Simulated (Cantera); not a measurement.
Stirred combustor or abatement burner

A perfectly stirred reactor is fed with CH4 : C2H6 : C3H8 : O2 : N2 = 1 : 0.12 : 0.15 : 4.59 : 17.3 (molar parts), at 1000000 Pa; it is adiabatic with a 800 K inlet, and is followed from long to short residence time, starting on the burning branch (τ in s: 0.044, 0.015, 0.0048, 0.0016, 0.00053, 0.00018, 5.8e-05, 1.9e-05, 6.4e-06).

Model: GRI-Mech 3.0 (53 species, 325 reactions), integrated in Cantera. GRI-Mech 3.0 was tuned for natural gas; its chemistry of propane as a main component is partial and can be far from experiment.

| τ (s) | T (K) | x CH4 | x C2H6 | x C3H8 | x H2O2 | x HO2 | x HCN | x C2H4 |
|---|---|---|---|---|---|---|---|---|
| 0.044 | 2218 | 6.76e-7 | 1.19e-8 | 1.66e-8 | 3.46e-7 | 4.88e-6 | 7.31e-8 | 1.14e-7 |
| 0.015 | 2220 | 1.91e-6 | 3.41e-8 | 4.74e-8 | 3.54e-7 | 5.06e-6 | 1.00e-7 | 3.23e-7 |
| 0.0048 | 2219 | 5.55e-6 | 1.03e-7 | 1.43e-7 | 3.69e-7 | 5.42e-6 | 1.22e-7 | 9.51e-7 |
| 0.0016 | 2213 | 1.44e-5 | 2.89e-7 | 3.97e-7 | 4.05e-7 | 6.34e-6 | 1.47e-7 | 2.52e-6 |
| 0.00053 | 2198 | 3.41e-5 | 7.71e-7 | 1.04e-6 | 4.91e-7 | 8.79e-6 | 1.88e-7 | 6.06e-6 |
| 0.00018 | 2169 | 7.52e-5 | 1.93e-6 | 2.50e-6 | 6.59e-7 | 1.47e-5 | 2.56e-7 | 1.29e-5 |
| 5.8e-5 | 2115 | 0.000180 | 5.09e-6 | 6.24e-6 | 9.65e-7 | 2.91e-5 | 3.85e-7 | 2.70e-5 |
| 1.9e-5 | 2015 | 0.000536 | 1.59e-5 | 1.82e-5 | 1.52e-6 | 6.69e-5 | 6.44e-7 | 6.66e-5 |
| 6.4e-6 | 800 | 0.0432 | 0.00518 | 0.00648 | <1e-12 | <1e-12 | <1e-12 | <1e-12 |
x: mole fraction; the columns are a selection and need not sum to one.
